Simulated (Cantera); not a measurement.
## Ti(OiPr)4 + O2 (titanium nitride, carbide and oxide coatings)

Charge: 1 mol Ti(OiPr)4, 6.1 mol O2, equilibrated at 0.000730 bar.

Cantera equilibrium calculation (NASA polynomials, part measured and part estimated; ideal gas, pure solids and liquids). Candidate condensed phases: C, C6H6, C7H8, C8H18, H2O, Ti, TiC, TiO, TiO2, Ti2O3, Ti3O5, Ti4O7; 113 gas species. The feed counts by its element totals alone. Mutual solubility and eutectic melting of coexisting phases are not modelled. Condensed phases not in the tables: Magnéli phases beyond Ti4O7. Equilibrium is a limit: real reactors are often held back by kinetics, nucleation or transport.

From 1200 K to 1800 K the condensed part is TiO2(rutile). At 1875 K the condensed part is TiO2(rutile) + Ti4O7(s). From 1950 K to 2100 K the condensed part is Ti4O7(l).

```json
[
 {"T (K)": "1200", "log p H2": "-3.45", "log p CO": "-3.50", "log p H2O": "-4.42", "log p H": "-8.43", "log p CO2": "-4.62", "n TiO2(rutile)": "1.00", "n Ti4O7(s)": "0", "n Ti4O7(l)": "0"},
 {"T (K)": "1275", "log p H2": "-3.45", "log p CO": "-3.50", "log p H2O": "-4.40", "log p H": "-7.86", "log p CO2": "-4.67", "n TiO2(rutile)": "1.00", "n Ti4O7(s)": "0", "n Ti4O7(l)": "0"},
 {"T (K)": "1350", "log p H2": "-3.46", "log p CO": "-3.50", "log p H2O": "-4.37", "log p H": "-7.35", "log p CO2": "-4.71", "n TiO2(rutile)": "1.00", "n Ti4O7(s)": "0", "n Ti4O7(l)": "0"},
 {"T (K)": "1425", "log p H2": "-3.46", "log p CO": "-3.50", "log p H2O": "-4.36", "log p H": "-6.89", "log p CO2": "-4.75", "n TiO2(rutile)": "1.00", "n Ti4O7(s)": "0", "n Ti4O7(l)": "0"},
 {"T (K)": "1500", "log p H2": "-3.46", "log p CO": "-3.49", "log p H2O": "-4.34", "log p H": "-6.48", "log p CO2": "-4.79", "n TiO2(rutile)": "1.00", "n Ti4O7(s)": "0", "n Ti4O7(l)": "0"},
 {"T (K)": "1575", "log p H2": "-3.46", "log p CO": "-3.49", "log p H2O": "-4.33", "log p H": "-6.11", "log p CO2": "-4.82", "n TiO2(rutile)": "1.00", "n Ti4O7(s)": "0", "n Ti4O7(l)": "0"},
 {"T (K)": "1650", "log p H2": "-3.46", "log p CO": "-3.49", "log p H2O": "-4.32", "log p H": "-5.77", "log p CO2": "-4.86", "n TiO2(rutile)": "1.000", "n Ti4O7(s)": "0", "n Ti4O7(l)": "0"},
 {"T (K)": "1725", "log p H2": "-3.47", "log p CO": "-3.49", "log p H2O": "-4.31", "log p H": "-5.46", "log p CO2": "-4.88", "n TiO2(rutile)": "1.000", "n Ti4O7(s)": "0", "n Ti4O7(l)": "0"},
 {"T (K)": "1800", "log p H2": "-3.47", "log p CO": "-3.49", "log p H2O": "-4.31", "log p H": "-5.18", "log p CO2": "-4.91", "n TiO2(rutile)": "1.000", "n Ti4O7(s)": "0", "n Ti4O7(l)": "0"},
 {"T (K)": "1875", "log p H2": "-3.48", "log p CO": "-3.49", "log p H2O": "-4.30", "log p H": "-4.92", "log p CO2": "-4.93", "n TiO2(rutile)": "0.820", "n Ti4O7(s)": "0.0448", "n Ti4O7(l)": "0"},
 {"T (K)": "1950", "log p H2": "-3.49", "log p CO": "-3.50", "log p H2O": "-4.26", "log p H": "-4.69", "log p CO2": "-4.91", "n TiO2(rutile)": "0", "n Ti4O7(s)": "0", "n Ti4O7(l)": "0.249"},
 {"T (K)": "2025", "log p H2": "-3.51", "log p CO": "-3.50", "log p H2O": "-4.26", "log p H": "-4.47", "log p CO2": "-4.93", "n TiO2(rutile)": "0", "n Ti4O7(s)": "0", "n Ti4O7(l)": "0.247"},
 {"T (K)": "2100", "log p H2": "-3.53", "log p CO": "-3.51", "log p H2O": "-4.27", "log p H": "-4.27", "log p CO2": "-4.95", "n TiO2(rutile)": "0", "n Ti4O7(s)": "0", "n Ti4O7(l)": "0.242"}
]
```
log p: log10 of the partial pressure in bar; n: condensed amount in mol.
